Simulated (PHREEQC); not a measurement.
Dissolve 3.7 mol/kgw KOH, 0.9 mol/kgw CaCl2 and 0.34 mol/kgw KBr at 25 °C. Closed to the air; pH follows from the charge balance.

Computed with PHREEQC (Pitzer model, pitzer.dat).

Precipitation was switched off in this run.

Task: Predict the pH.

Result: pH 14.45.

Saturation is exceeded, for instance for Portlandite; the values hold only as long as no solid forms. Complexes and solids missing from the database can't appear. In brines, pH and single-ion activities rest on the MacInnes convention.
